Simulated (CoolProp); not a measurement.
Properties of C3F8 (R218) along the isotherm 92.25 °C (Tc = 71.9 °C, pc = 2640 kPa, ω = 0.317).

Model: reference Helmholtz-energy equation of state, Lemmon 2006, in CoolProp. It is a short technical equation, of lower accuracy than the large ones.

```tsv
p (kPa)	phase	Z	viscosity (µPa s)	conductivity (mW/(m K))
1020	gas	0.8870	15.6	18.6
2030	gas	0.7466	17.3	20.8
3050	supercritical	0.5544	22.9	26.9
4060	supercritical	0.3560	44.6	34.9
5080	supercritical	0.3509	64.7	35.9
6090	supercritical	0.3856	76.6	37.1
7110	supercritical	0.4272	85.8	38.3
8120	supercritical	0.4703	93.5	39.4
9140	supercritical	0.5144	100	40.4
10200	supercritical	0.5603	107	41.3
11200	supercritical	0.6035	113	42.2
12200	supercritical	0.6464	118	43.0
13200	supercritical	0.6891	123	43.8
```

Viscosity comes from a separate model (Huber 2003), an estimate that may be off by 10 % or more. Thermal conductivity comes from a separate model (Huber 2003), an estimate that may be off by 10 % or more.
